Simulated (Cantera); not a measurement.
What does this Cantera script print?

```python
import numpy as np
import cantera as ct

gas_names = """
    C CN CO CO2 C2 CCN CNC C2N2 C2O C3 C3O2 C4 C4N2 C5 N NCO NO NO2 NO3 N2 N2O O O2 O3
""".split()
cond_names = """
    C(gr)
""".split()


# ... load() reads the species with a 1 bar reference pressure and builds the phases ...
atoms = {
    'C': {'C': 1},
    'O2': {'O': 2},
    'N2': {'N': 2},
}
top_T = {'C(gr)': 4500}  # K; cautious upper limits of use, not melting points


# ... equilibrate(T, P, feed) seeds the gas with the atoms and calls Mixture.equilibrate('TP', solver="vcs", rtol=1e-11, max_steps=5000) ...
results = []
feed = {'C': 1, 'O2': 0.6, 'N2': 16}  # mol
T = 2273  # K
P = 133.322  # Pa
mix = equilibrate(T, P, feed)
results.append((T, P, feed, dict(zip(mix.species_names, mix.species_moles))))
print(gas.report(threshold=1e-06))
for i in range(1, mix.n_phases):
    print(f"{mix.phase(i).name:16s} {mix.phase_moles(i):12.5e} mol")
```

Output:

```
       temperature   2273 K
          pressure   133.32 Pa
           density   0.00019802 kg/m^3
  mean mol. weight   28.07 kg/kmol
   phase of matter   gas

                          1 kg             1 kmol
                     ---------------   ---------------
          enthalpy        2.1029e+06        5.9028e+07  J
   internal energy        1.4296e+06        4.0129e+07  J
           entropy             11207        3.1459e+05  J/K
    Gibbs function       -2.3372e+07       -6.5604e+08  J
 heat capacity c_p            1301.8             36543  J/K
 heat capacity c_v            1005.6             28228  J/K

                      mass frac. Y      mole frac. X     chem. pot. / RT
                     ---------------   ---------------   ---------------
                CO          0.052752          0.052864           -43.555
               CO2         0.0089109         0.0056835           -65.025
                NO          0.001087         0.0010168           -38.503
                N2           0.93439           0.93626           -34.066
                 O         0.0019072         0.0033461            -21.47
                O2        0.00094789        0.00083152            -42.94
     [  +18 minor]        3.9122e-07        7.7298e-07

C(gr)             0.00000e+00 mol
```

Method: chemical equilibrium by Gibbs-energy minimisation in Cantera with the NASA 1993 tables (ideal gas, pure condensed phases).
